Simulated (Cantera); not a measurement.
**Ignition delay**

Mixture: 9.50 % CH4, 1.52 % C2H6, 18.7 % O2, 70.3 % N2, equivalence ratio 1.3, at 4.60 bar, adiabatic and at constant pressure. Ignition delay is the time to a rise of 400 K.

Cantera simulation using GRI-Mech 3.0 (53 species, 325 reactions); the numbers are that mechanism's predictions, not measurements.

```csv
T0 (K),delay (ms)
1200,1.30
1250,0.719
1300,0.425
1350,0.264
1400,0.169
1450,0.111
```

The apparent activation energy between 1350 and 1450 K comes out as 140 kJ/mol.
